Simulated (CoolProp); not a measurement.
C2F6 (R116) along the isobar 42.4 bar: density (kg/m³) from the reference equation and from simpler models built on Tc = 293.0 K, pc = 30.48 bar, ω = 0.257; each cubic takes its own stable root.

Values from CoolProp's reference Helmholtz-energy equation of state, Lemmon 2006. It is a short technical equation, of lower accuracy than the large ones.

```
T (K)          phase  reference
-----  -------------  ---------
193.4         liquid       1631
207.5         liquid       1571
221.5         liquid       1507
235.6         liquid       1439
249.7         liquid       1363
263.8         liquid       1275
277.9         liquid       1169
292           liquid       1022
306.1  supercritical      703.1
320.2  supercritical      407.7
334.3  supercritical      324.5
348.4  supercritical      280.9
362.4  supercritical      252.2
376.5  supercritical      230.9
```

How far does each simpler model (Soave-Redlich-Kwong, Peng-Robinson) lie from the reference over these 14 states: mean and median of the absolute difference, and the worst?


- Soave-Redlich-Kwong: mean 5.5 %, median 4.2 %, worst -13.3 % at 292 K and 42.4 bar
- Peng-Robinson: mean 4.7 %, median 4.0 %, worst +8.4 % at 193.4 K and 42.4 bar
